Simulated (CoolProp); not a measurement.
Model: reference Helmholtz-energy equation of state, Lemmon 2005, in CoolProp. It is a short technical equation, of lower accuracy than the large ones.

Q: For 1-butene, give the phase and the Z, cp (kJ/(kg K)), isothermal compressibility (1/MPa) at 155.6 K and 104 kPa; 434.6 K and 1470 kPa.

A: 
- 155.6 K and 104 kPa: liquid; Z 0.00606, cp 1.90, isothermal compressibility 0.000679
- 434.6 K and 1470 kPa: gas; Z 0.877, cp 2.22, isothermal compressibility 0.785
